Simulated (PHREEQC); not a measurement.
Solution (20 °C): 0.0048 mol HF, 0.28 mol NH4HF2 and 0.0046 mol H2SiF6 per kg of water. Closed to the air; pH follows from the charge balance.

All values are PHREEQC results (ion-association model, phreeqc.dat), not measurements.

This is a speciation only: nothing precipitates in the calculation.

### Question
Estimate the pH, density, ionic strength.

### Answer
pH 2.89; density 1.005 g/cm³; ionic strength 0.286 mol/kgw.

### Question
In which forms is F present?

### Answer
HF2- 37 %, HF 31 %, F- 28 %, SiF6-2 4.7 % of the F.

Complexes and solids missing from the database can't appear. SiF6-2 is the database's only silicon fluoride.
